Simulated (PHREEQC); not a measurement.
## City or well water (model solution)

Synthetic water in mg/L, 25 °C, pH 7, pe 1.4:

```json
[
 {"constituent": "Na", "mg/L": "79.1"},
 {"constituent": "K", "mg/L": "8.41"},
 {"constituent": "Ca", "mg/L": "10.8"},
 {"constituent": "Mg", "mg/L": "32.5"},
 {"constituent": "Cl", "mg/L": "127"},
 {"constituent": "S(6) as SO4", "mg/L": "39.7"},
 {"constituent": "Alkalinity as HCO3", "mg/L": "150"},
 {"constituent": "Si as SiO2", "mg/L": "0.154"},
 {"constituent": "Sr", "mg/L": "0.121"}
]
```

Valence states are taken as typed.

Model: ion-association model, phreeqc.dat, run in PHREEQC.

No solid was allowed to form.

### Question
Predict the specific conductance, charge-balance error.

### Answer
specific conductance 725 µS/cm; charge-balance error 0.0 %.

### Question
In which forms is Ca present?

### Answer
Ca+2 95 %, CaSO4 2.8 %, CaHCO3+ 2.0 % of the Ca.

Complexes and solids missing from the database can't appear.
